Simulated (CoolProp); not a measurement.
Vapour-liquid equilibrium of acetone (1) + dimethyl carbonate (2) at 329.6 K; x and y are mole fractions of (1).

The numbers come from the multi-fluid Helmholtz-energy mixture model, Lemmon 2006 and Zhou 2011; pair parameters Bell 2016 in CoolProp.

```tsv
x	bubble pressure (kPa)	y at the bubble point	dew pressure at overall composition x (kPa)	liquid density (mol/L)
0.05	34.66	0.166	(withheld)	11.40
0.2	(withheld)	0.465	35.70	11.61
0.35	(withheld)	0.638	41.04	(withheld)
0.5	67.00	0.758	48.09	12.06
0.65	77.35	0.851	57.68	12.30
0.8	(withheld)	0.924	71.33	(withheld)
0.95	(withheld)	(withheld)	92.45	12.80
```

Task: Complete the blanks.

Result: 
- 0.05, dew pressure at overall composition x (kPa): 31.54
- 0.2, bubble pressure (kPa): 46.24
- 0.35, bubble pressure (kPa): 56.77
- 0.35, liquid density (mol/L): 11.83
- 0.8, bubble pressure (kPa): 88.00
- 0.8, liquid density (mol/L): 12.55
- 0.95, bubble pressure (kPa): 98.95
- 0.95, y at the bubble point: 0.983

No azeotrope shows between x = 0.05 and 0.95.

The pair parameters rest on a limited set of measurements; away from them the model extrapolates.
